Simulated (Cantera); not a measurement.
An isothermal, constant-pressure homogeneous reactor starts with 87.5 % N₂O, 12.2 % H₂O, 0.271 % N₂, at 1100 K and 100.0 Torr.

Detailed kinetics in Cantera: GRI-Mech 3.0 (53 species, 325 reactions). GRI-Mech 3.0 was tuned for natural gas; its chemistry of N2O as a main component is partial and can be far from experiment. The mechanism lacks the step 2 NO + O2 → 2 NO2, which can matter for NO2 below about 1400 K. The temperature is held fixed by assumption; the heat of reaction is taken as removed at once.

Task: Predict: x(N₂O) at 50.0 s; x(H₂O) at 50.0 s; x(NO) at 50.0 s; x(O) at 50.0 s; x(HO₂) at 50.0 s; x(O₂) at 50.0 s; x(H₂O₂) at 50.0 s.

Result: 
```
Property                                             Result
-----------------  ----------------------------------------
x(N₂O) at 50.0 s      0.326 (gas-phase equilibrium 2.19e-9)
x(H₂O) at 50.0 s      0.0991 (gas-phase equilibrium 0.0852)
x(NO) at 50.0 s      0.0181 (gas-phase equilibrium 9.06e-5)
x(O) at 50.0 s      3.15e-7 (gas-phase equilibrium 3.79e-9)
x(HO₂) at 50.0 s    5.55e-8 (gas-phase equilibrium 2.94e-9)
x(O₂) at 50.0 s         0.181 (gas-phase equilibrium 0.304)
x(H₂O₂) at 50.0 s  1.06e-8 (gas-phase equilibrium 1.55e-10)
```
